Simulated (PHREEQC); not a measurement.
Synthetic water in mg/kgw, 25 °C, pH 2.92, pe 12.3:

```
constituent  mg/kgw
-----------  ------
Na             1320
K              2.19
Ca              205
Mg              438
Cl             1290
S(6) as SO4    3280
Pb               40
Zn             64.4
Cu(2)          5.52
```

Valence states are taken as typed.

Equilibrium calculation in PHREEQC: ion-association model, wateq4f.dat.

No solid was allowed to form.

Problem. Order these Cu species by the share of Cu that they hold, largest first: CuCl+, CuSO4, Cu+2.

Solution. Cu+2 (62 %), CuSO4 (35 %), CuCl+ (2.3 %)

The pH is 2.92 and the ionic strength 0.121 mol/kgw. Saturation is exceeded, for instance for Anglesite; the values hold only as long as no solid forms.
